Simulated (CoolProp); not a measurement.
trans-2-butene at 298.15 K and 0.543 MPa is throttled through a valve to 0.156 MPa with no heat exchange. Each further row changes one setting.

The numbers come from the reference Helmholtz-energy equation of state, Lemmon 2005 in CoolProp. It is a short technical equation, of lower accuracy than the large ones.

```
case                        temperature change (K)  final phase  final density (kg/m³)
--------------------------  ----------------------  -----------  ---------------------
as stated                                    -12.3          ___                   49.9
outlet pressure 0.0468 MPa                     ___          ___                   5.54
outlet pressure 0.203 MPa                      ___          ___                    ___
```

### Question
Some entries are withheld; supply them.

### Answer

- as stated, final phase: two-phase, vapour fraction 0.072
- outlet pressure 0.0468 MPa, temperature change (K): -42.8
- outlet pressure 0.0468 MPa, final phase: two-phase, vapour fraction 0.228
- outlet pressure 0.203 MPa, temperature change (K): -4.4
- outlet pressure 0.203 MPa, final phase: two-phase, vapour fraction 0.027
- outlet pressure 0.203 MPa, final density (kg/m³): 142
